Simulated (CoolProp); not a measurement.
Vapour-liquid equilibrium of 1-butene (1) + acetone (2) at 326.4 K; x and y are mole fractions of (1).

Values from CoolProp's multi-fluid Helmholtz-energy mixture model, Lemmon 2005 and Lemmon 2006; pair parameters Bell 2016.

### Question
Give the bubble pressure and the first vapour's composition at x = 0.05, 0.5, 0.65. Is there an azeotrope?

### Answer
x = 0.05: 1.585 bar, y = 0.433; x = 0.5: 4.839 bar, y = 0.861; x = 0.65: 5.322 bar, y = 0.890. No azeotrope shows between x = 0.05 and 0.95.

Pair parameters are fitted to limited data, so mixtures are less certain than the pure fluids. With so large a gap from Raoult's law the liquid may split in two, which this calculation doesn't test in full.
